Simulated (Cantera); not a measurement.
A perfectly stirred reactor is fed with H₂ : O₂ = 0.019 : 1 (molar parts), at 1330 Pa; it is held at 1000 K, and followed from long to short residence time.

Model: the H2/O2 subset of GRI-Mech 3.0, which has no nitrogen chemistry, integrated in Cantera. Radical loss at walls, strong at low pressure, is not modelled.

x: mole fraction; the columns are a selection and need not sum to one.

```json
[
 {"τ (s)": "1.6", "x H₂": "0.000180", "x O₂": "0.980", "x H₂O": "0.0185", "x HO₂": "1.40e-6", "x OH": "0.000202"},
 {"τ (s)": "0.52", "x H₂": "0.000335", "x O₂": "0.979", "x H₂O": "0.0182", "x HO₂": "2.04e-6", "x OH": "0.000313"},
 {"τ (s)": "0.17", "x H₂": "(withheld)", "x O₂": "0.978", "x H₂O": "0.0177", "x HO₂": "(withheld)", "x OH": "(withheld)"},
 {"τ (s)": "0.057", "x H₂": "0.00119", "x O₂": "0.976", "x H₂O": "0.0168", "x HO₂": "3.66e-6", "x OH": "0.000736"},
 {"τ (s)": "0.019", "x H₂": "0.00235", "x O₂": "0.974", "x H₂O": "0.0150", "x HO₂": "4.38e-6", "x OH": "0.00107"},
 {"τ (s)": "0.0063", "x H₂": "0.00484", "x O₂": "0.973", "x H₂O": "0.0120", "x HO₂": "4.77e-6", "x OH": "0.00139"},
 {"τ (s)": "0.0021", "x H₂": "(withheld)", "x O₂": "0.975", "x H₂O": "(withheld)", "x HO₂": "4.58e-6", "x OH": "0.00137"}
]
```

Q: Some entries are withheld; supply them.

A: 
- 0.17, x H₂: 0.000627
- 0.17, x HO₂: 2.83e-6
- 0.17, x OH: 0.000486
- 0.0021, x H₂: 0.00997
- 0.0021, x H₂O: 0.00705
